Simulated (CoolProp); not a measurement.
Sulfur hexafluoride at 293.15 K and 1.77 MPa is throttled through a valve to 0.366 MPa with no heat exchange. Each further row changes one setting.

Model: reference Helmholtz-energy equation of state, Guder 2009, in CoolProp.

| case | temperature change (K) | final density (kg/m³) |
|---|---|---|
| as stated | -19.1 | 24.9 |
| outlet pressure 0.11 MPa | -22.3 | 7.26 |
| outlet pressure 0.476 MPa | -17.7 | 32.7 |
